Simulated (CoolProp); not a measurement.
Saturated liquid density (kg/m³) of n-butane: the reference equation beside estimates from Tc = 425.1 K, pc = 3796 kPa, ω = 0.201.

Values from CoolProp's reference Helmholtz-energy equation of state, Bücker 2006.

```tsv
T (K)	reference	Redlich-Kwong	Soave-Redlich-Kwong	Peng-Robinson
210.3	___	609.6	___	695.0
223.7	___	597.5	606.9	683.5
237.1	638.0	___	595.4	___
250.5	624.4	571.2	583.1	658.1
263.9	610.6	556.8	570.0	643.9
277.2	___	541.7	555.9	628.6
290.6	581.5	525.4	540.6	611.9
304	566.0	508.1	524.1	593.8
317.4	549.6	489.5	___	573.9
330.8	___	469.5	486.5	552.0
```

What belongs in the gaps?


- 210.3, reference: 664.1
- 210.3, Soave-Redlich-Kwong: 617.7
- 223.7, reference: 651.2
- 237.1, Redlich-Kwong: 584.7
- 237.1, Peng-Robinson: 671.3
- 277.2, reference: 596.4
- 317.4, Soave-Redlich-Kwong: 506.1
- 330.8, reference: 532.3

Absolute difference from the reference over all 10 rows, mean and median: Redlich-Kwong 9.4 and 9.0 %, Soave-Redlich-Kwong 7.1 and 6.9 %, Peng-Robinson 4.9 and 5.1 %.
